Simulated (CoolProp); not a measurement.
Vapour-liquid equilibrium of R113 (1) + acetone (2) at 0.0983 MPa; x and y are mole fractions of (1).

Values from CoolProp's multi-fluid Helmholtz-energy mixture model, Marx 1992 and Lemmon 2006; pair parameters Bell 2016.

| x | bubble temperature (°C) | y at the bubble point | dew temperature at overall composition x (°C) | liquid density (mol/L) |
|---|---|---|---|---|
| 0.05 | 52.5 | 0.129 | 54.2 | 12.58 |
| 0.2 | 47.4 | 0.364 | 51.0 | 11.63 |
| 0.35 | 44.9 | 0.492 | 47.7 | 10.77 |
| 0.5 | 43.7 | 0.579 | 44.8 | 10.01 |
| 0.65 | 43.2 | 0.658 | 43.2 | 9.343 |
| 0.8 | 43.6 | 0.755 | 44.0 | 8.756 |
| 0.95 | 45.4 | 0.915 | 45.9 | 8.229 |

y crosses x between x = 0.65 and 0.8: the model has an azeotrope there.

The pair parameters rest on a limited set of measurements; away from them the model extrapolates.
